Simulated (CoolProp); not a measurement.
The fluid at 298.15 K and 0.894 MPa expands adiabatically to 0.161 MPa with isentropic efficiency 1. The same conditions are run with several fluids, on thermodynamics alone (safety and materials aside).

Computed with CoolProp (reference Helmholtz-energy equation of state of each fluid (R404A: Lemmon 2003; C2F6 (R116): Lemmon 2006; hydrogen sulfide: Lemmon 2006; fluorine: de Reuck 1990; ethane: Bücker 2006)). Blends and air are pseudo-pure fits.

Question: Rank R404A, C2F6 (R116), hydrogen sulfide, fluorine, ethane by work (kJ/kg), highest first.

Answer: ethane (116), hydrogen sulfide (97.3), fluorine (88.9), R404A (35.1), C2F6 (R116) (26.9)

```
fluid             final temperature (K)                       final phase  final density (kg/m³)
----------------  ---------------------  --------------------------------  ---------------------
R404A                             241.7                               gas                   8.32
C2F6 (R116)                       255.2                               gas                   10.8
hydrogen sulfide                  222.5  two-phase, vapour fraction 0.938                   3.27
fluorine                          185.8                               gas                   3.98
ethane                            217.9                               gas                   2.76
```
